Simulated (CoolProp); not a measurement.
Carbonyl sulfide at several states: fugacity coefficient from the reference equation and from simpler models built on Tc = 378.8 K, pc = 6369 kPa, ω = 0.098; each cubic takes its own stable root.

Computed with CoolProp (reference Helmholtz-energy equation of state, Lemmon 2006). It is a short technical equation, of lower accuracy than the large ones.

```json
[
 {"T (K)": "207.5", "p (kPa)": "3450", "phase": "liquid", "reference": "0.01464"},
 {"T (K)": "573.6", "p (kPa)": "63.6", "phase": "gas", "reference": "0.9992"},
 {"T (K)": "155", "p (kPa)": "3110", "phase": "liquid", "reference": "0.0003063"},
 {"T (K)": "591.7", "p (kPa)": "4600", "phase": "gas", "reference": "0.9478"},
 {"T (K)": "602.4", "p (kPa)": "23.5", "phase": "gas", "reference": "0.9997"}
]
```

### Question
How far does each simpler model (van der Waals, Redlich-Kwong, Soave-Redlich-Kwong, Peng-Robinson) lie from the reference over these 5 states: mean and median of the absolute difference, and the worst?

### Answer
- van der Waals: mean 1075.0 %, median 1.4 %, worst +4787.4 % at 155 K and 3110 kPa
- Redlich-Kwong: mean 7.4 %, median 0.6 %, worst -35.0 % at 155 K and 3110 kPa
- Soave-Redlich-Kwong: mean 0.4 %, median 0.5 %, worst -0.9 % at 207.5 K and 3450 kPa
- Peng-Robinson: mean 3.7 %, median 1.0 %, worst +15.0 % at 155 K and 3110 kPa
